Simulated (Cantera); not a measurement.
Input: 1 mol MgO, 1.3 mol H2, equilibrated at 0.0975 Torr.

Cantera equilibrium calculation (NASA polynomials, part measured and part estimated; ideal gas, pure solids and liquids). Candidate condensed phases: H2O, Mg, MgO, Mg(OH)2; 15 gas species. The numbers say what is thermodynamically allowed, not how fast it happens.

**Question.** What share of the Mg ends up in condensed phases as a function of T (°C), at 1525, 1575, 1625, 1675, 1725, 1775, 1825, 1875, 1925, 1975, 2025?

**Answer.** 
```csv
T (°C),Mg condensed (%),as
1525,91.1,MgO(s)
1575,86.4,MgO(s)
1625,79.7,MgO(s)
1675,70.5,MgO(s)
1725,58.6,MgO(s)
1775,44.0,MgO(s)
1825,25.9,MgO(s)
1875,0.0,-
1925,0.0,-
1975,0.0,-
2025,0.0,-
```
